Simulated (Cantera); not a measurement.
Input: 1 mol Al(CH3)3, 250 mol NH3, 2.5 mol N2, held at 140 Pa.

These are equilibrium values from Cantera (NASA tables, ideal gas, pure condensed phases), not measurements of a reactor. Candidate condensed phases: Al, AlN, C, C6H6, C7H8, C8H18; 97 gas species. The feed counts by its element totals alone. Equilibrium is a limit: real reactors are often held back by kinetics, nucleation or transport.

**Question.** Which condensed phases are stable at each of these points (T (°C)): 927, 1002, 1077, 1152, 1227, 1302, 1377, 1452, 1527, 1602, 1677, 1752, 1827?

**Answer.** 
```
T (°C)      condensed phases  Al condensed (%)
------  --------------------  ----------------
927     AlN(s) + C(graphite)             100.0
1002    AlN(s) + C(graphite)             100.0
1077    AlN(s) + C(graphite)             100.0
1152    AlN(s) + C(graphite)             100.0
1227    AlN(s) + C(graphite)              99.9
1302    AlN(s) + C(graphite)              98.6
1377    AlN(s) + C(graphite)              87.4
1452    AlN(s) + C(graphite)               5.5
1527             C(graphite)               0.0
1602             C(graphite)               0.0
1677                gas only               0.0
1752                gas only               0.0
1827                gas only               0.0
```

From 927 °C to 1452 °C the condensed part is AlN(s) + C(graphite). From 1527 °C to 1602 °C the condensed part is C(graphite). From 1677 °C to 1827 °C nothing is condensed.
